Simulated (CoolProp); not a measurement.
Properties of CH2F2 (R32) at several states (Tc = 78.1 °C, pc = 57.83 bar, ω = 0.277).

Values from CoolProp's reference Helmholtz-energy equation of state, Tillner-Roth 1997.

```tsv
T (°C)	p (bar)	phase	Joule-Thomson coefficient (K/MPa)	isothermal compressibility (1/MPa)	expansivity (1/kK)	Prandtl number
-100.55	0.829	liquid	-0.3248	[?]	1.858	[?]
-118.85	23.8	liquid	-0.3352	0.0006255	1.749	[?]
27.75	183	liquid	[?]	[?]	2.932	1.61
144.05	0.292	gas	8.808	34.28	2.406	[?]
82.05	5.13	gas	[?]	2.018	3.177	[?]
```

Some entries are withheld; supply them.


- -100.55, isothermal compressibility (1/MPa): 0.0007827
- -100.55, Prandtl number: 4.82
- -118.85, Prandtl number: 7.40
- 27.75, Joule-Thomson coefficient (K/MPa): -0.06793
- 27.75, isothermal compressibility (1/MPa): 0.003442
- 144.05, Prandtl number: 0.766
- 82.05, Joule-Thomson coefficient (K/MPa): 14.22
- 82.05, Prandtl number: 0.809

Viscosity comes from a separate model (Bell 2016), an estimate that may be off by 10 % or more. Thermal conductivity comes from a separate model (Huber 2003), an estimate that may be off by 10 % or more.
